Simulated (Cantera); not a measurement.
What does this Cantera script print?

```python
import numpy as np
import cantera as ct

gas_names = """
    F F2 H HF H2 H2F2 H3F3 H4F4 H5F5 H6F6 H7F7 N NF NF2 NF3 NH NH2 NH3 N2 N2H2 N2H4 Si SiF SiF2 SiF3
    SiF4 SiH SiHF3 SiH2 SiH2F2 SiH3 SiH3F SiH4 SiN Si2 Si2N Si3
""".split()
cond_names = """
    Si(cr) Si(L) Si3N4(a)
""".split()


# ... load() reads the species with a 1 bar reference pressure and builds the phases ...
atoms = {
    'Si': {'Si': 1},
    'F2': {'F': 2},
    'N2': {'N': 2},
    'HF': {'H': 1, 'F': 1},
}
top_T = {'Si3N4(a)': 2400}  # K; cautious upper limits of use, not melting points


# ... equilibrate(T, P, feed) seeds the gas with the atoms and calls Mixture.equilibrate('TP', solver="vcs", rtol=1e-11, max_steps=5000) ...
results = []
T = 1350  # K
P = 1000  # Pa
for m in [0.52, 0.85, 1.2, 1.5, 1.8, 2.2, 2.5, 2.8, 3.1, 3.5]:
    feed = {'Si': 1, 'F2': m, 'N2': 5.1, 'HF': 8.8}  # mol
    mix = equilibrate(T, P, feed)
    results.append((T, P, feed, dict(zip(mix.species_names, mix.species_moles))))

top = {s: max(r[3][s] / sum(r[3][g] for g in gas_names) for r in results) for s in gas_names}
cols = sorted((s for s in top if top[s] > 1e-05), key=lambda s: -top[s])[:7]
seen = [c for c in cond_names if any(r[3].get(c, 0) > 1e-12 for r in results)]
print("log10 of partial pressures in bar; condensed amounts in mol")
print(f"{'n(F2)':>10s}" + "".join(f"{s[:9]:>10s}" for s in cols + seen))
for T, P, feed, n in results:
    ng = sum(n[g] for g in gas_names)
    print(f"{feed['F2']:10.4g}" + "".join(f"{np.log10(max(n[s] / ng * P / 1e5, 1e-99)):10.3f}" for s in cols)
          + "".join(f"{n.get(c, 0):10.4g}" for c in seen))
```

It prints:

```
log10 of partial pressures in bar; condensed amounts in mol
     n(F2)        HF        N2         F        H2      SiF4        F2      SiF3
      0.52    -2.361    -2.420   -11.588    -2.958    -3.128   -23.403    -6.703
      0.85    -2.325    -2.431   -11.492    -3.078    -3.138   -23.211    -6.810
       1.2    -2.292    -2.442   -11.375    -3.246    -3.149   -22.975    -6.938
       1.5    -2.266    -2.451   -11.242    -3.459    -3.158   -22.711    -7.080
       1.8    -2.243    -2.460   -11.016    -3.866    -3.167   -22.257    -7.315
       2.2    -2.240    -2.477    -3.583   -18.727    -3.185    -7.392   -14.766
       2.5    -2.257    -2.494    -3.202   -19.522    -3.201    -6.629   -15.163
       2.8    -2.273    -2.510    -3.014   -19.930    -3.217    -6.254   -15.367
       3.1    -2.288    -2.525    -2.891   -20.206    -3.233    -6.008   -15.505
       3.5    -2.308    -2.545    -2.777   -20.475    -3.253    -5.779   -15.640
```

These are equilibrium values from Cantera (NASA tables, ideal gas, pure condensed phases), not measurements of a reactor. The tables' values for SiF3 are old estimates; treat these amounts as uncertain.
